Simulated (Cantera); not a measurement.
What does this Cantera script print?

```python
import numpy as np
import cantera as ct

gas_names = """
    H HNO HNO2 HNO3 HO2 H2 H2O H2O2 N NH NH2 NH3 NH2OH NO NO2 NO3 N2 N2H2 N2H4 N2O O OH O2 O3
""".split()
cond_names = """
    H2O(s) H2O(L)
""".split()


# ... load() reads the species with a 1 bar reference pressure and builds the phases ...
atoms = {
    'N2O': {'N': 2, 'O': 1},
    'H2O': {'H': 2, 'O': 1},
    'H2': {'H': 2},
}
top_T = {}  # K; cautious upper limits of use, not melting points


# ... equilibrate(T, P, feed) seeds the gas with the atoms and calls Mixture.equilibrate('TP', solver="vcs", rtol=1e-11, max_steps=5000) ...
results = []
feed = {'N2O': 1, 'H2O': 2.2, 'H2': 0.14}  # mol
P = 75000  # Pa
for T in [1925, 2075, 2225, 2375, 2525, 2675, 2825, 2975, 3125, 3275]:
    mix = equilibrate(T, P, feed)
    results.append((T, P, feed, dict(zip(mix.species_names, mix.species_moles))))

top = {s: max(r[3][s] / sum(r[3][g] for g in gas_names) for r in results) for s in gas_names}
cols = sorted((s for s in top if top[s] > 1e-05), key=lambda s: -top[s])[:6]
seen = [c for c in cond_names if any(r[3].get(c, 0) > 1e-12 for r in results)]
print("log10 of partial pressures in bar; condensed amounts in mol")
print(f"{'T/K':>10s}" + "".join(f"{s[:9]:>10s}" for s in cols + seen))
for T, P, feed, n in results:
    ng = sum(n[g] for g in gas_names)
    print(f"{T:10.4g}" + "".join(f"{np.log10(max(n[s] / ng * P / 1e5, 1e-99)):10.3f}" for s in cols)
          + "".join(f"{n.get(c, 0):10.4g}" for c in seen))
```

It prints:

```
log10 of partial pressures in bar; condensed amounts in mol
       T/K       H2O        N2         H        OH        O2        H2
      1925    -0.334    -0.704    -4.815    -2.621    -1.076    -3.591
      2075    -0.336    -0.706    -4.124    -2.304    -1.082    -3.098
      2225    -0.341    -0.708    -3.525    -2.033    -1.090    -2.672
      2375    -0.350    -0.712    -3.002    -1.799    -1.100    -2.302
      2525    -0.365    -0.719    -2.544    -1.597    -1.111    -1.983
      2675    -0.392    -0.729    -2.143    -1.425    -1.123    -1.712
      2825    -0.434    -0.744    -1.793    -1.281    -1.133    -1.488
      2975    -0.499    -0.766    -1.491    -1.165    -1.145    -1.312
      3125    -0.593    -0.796    -1.234    -1.081    -1.162    -1.185
      3275    -0.724    -0.834    -1.019    -1.030    -1.193    -1.108
```

Method: chemical equilibrium by Gibbs-energy minimisation in Cantera with the NASA 1993 tables (ideal gas, pure condensed phases).
